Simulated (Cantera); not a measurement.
Feed: 1 mol Si3N4, 0.035 mol C, 3.3 mol H2, at 2175 K and 0.000190 bar.

Cantera equilibrium calculation (NASA polynomials, part measured and part estimated; ideal gas, pure solids and liquids). Candidate condensed phases: C, C6H6, C7H8, C8H18, Si, SiC, Si3N4; 105 gas species. The tables' values for SiN are old estimates; treat these amounts as uncertain. Gases not in the tables: Si2H6 and higher silanes. Rates play no part.

Base state: Si 0.320, H2 0.270, N2 0.219, H 0.184, Si2C 0.00290, SiH 0.00107, Si2 0.00103, HCN 0.000536 (mole fractions); condensed: gas only.

Question: What changes in the equilibrium state with this change: temperature from 2175 K to 1698.15 K?

Answer: 
```csv
species,before,after
H2,0.270,0.614
N2,0.219,0.374
H,0.184,0.00823
Si,0.320,0.00346
SiC2,0.000176,5.80e-9
CN,1.24e-5,3.52e-9
Si2C,0.00290,2.07e-5
"Si(l), mol",0,2.95
"SiC(s), mol",0,0.0347
```
Mutual solubility and eutectic melting of coexisting phases are not modelled.

Question: What changes in the equilibrium state with this change: pressure from 0.000190 bar to 0.00130 bar?

Answer: 
```
species      before     after
----------  -------  --------
H2            0.270     0.406
N2            0.219     0.272
Si            0.320     0.222
H             0.184    0.0863
Si3         4.28e-5  0.000668
Si2N        8.72e-5  0.000835
Si(l), mol        0      1.21
```
